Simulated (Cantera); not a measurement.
What does this Cantera script print?

```python
import numpy as np
import cantera as ct

gas_names = """
    CL CLO CL2 H HCL HOCL HO2 H2 H2O H2O2 O OH O2 O3 Si SiCL SiCL2 SiCL3 SiCL4 SiH SiHCL3 SiH2 SiH2CL2
    SiH3 SiH3CL SiH4 SiO SiO2 Si2 Si3
""".split()
cond_names = """
    H2O(s) H2O(L) Si(cr) Si(L) SiO2(Lqz) SiO2(hqz) SiO2(L)
""".split()


# ... load() reads the species with a 1 bar reference pressure and builds the phases ...
atoms = {
    'SiO2': {'Si': 1, 'O': 2},
    'HCl': {'H': 1, 'CL': 1},
    'H2': {'H': 2},
}
top_T = {}  # K; cautious upper limits of use, not melting points


# ... equilibrate(T, P, feed) seeds the gas with the atoms and calls Mixture.equilibrate('TP', solver="vcs", rtol=1e-11, max_steps=5000) ...
results = []
feed = {'SiO2': 1, 'HCl': 4.2, 'H2': 17}  # mol
T = 1848  # K
P = 390  # Pa
mix = equilibrate(T, P, feed)
results.append((T, P, feed, dict(zip(mix.species_names, mix.species_moles))))
print(gas.report(threshold=0.0001))
for i in range(1, mix.n_phases):
    print(f"{mix.phase(i).name:16s} {mix.phase_moles(i):12.5e} mol")
```

Result:

```
       temperature   1848 K
          pressure   390 Pa
           density   0.00026518 kg/m^3
  mean mol. weight   10.447 kg/kmol
   phase of matter   gas

                          1 kg             1 kmol
                     ---------------   ---------------
          enthalpy        2.1134e+06         2.208e+07  J
   internal energy        6.4269e+05        6.7144e+06  J
           entropy             24365        2.5455e+05  J/K
    Gibbs function       -4.2913e+07       -4.4833e+08  J
 heat capacity c_p            3302.4             34501  J/K
 heat capacity c_v            2506.5             26187  J/K

                      mass frac. Y      mole frac. X     chem. pot. / RT
                     ---------------   ---------------   ---------------
                CL         0.0048307         0.0014236            -26.73
                 H         0.0007035         0.0072914           -12.541
               HCL           0.66114           0.18946           -39.272
                H2           0.14233           0.73757           -25.083
               H2O          0.055361          0.032106           -51.853
               SiO           0.13557          0.032128           -44.896
     [  +24 minor]        6.4669e-05        2.7825e-05

Si(L)             0.00000e+00 mol
SiO2(L)           2.92985e-01 mol
```

These are equilibrium values from Cantera (NASA tables, ideal gas, pure condensed phases), not measurements of a reactor. The tables hold silica as quartz up to 1696 K and as liquid above; real silica turns to tridymite and cristobalite and melts near 1996 K.
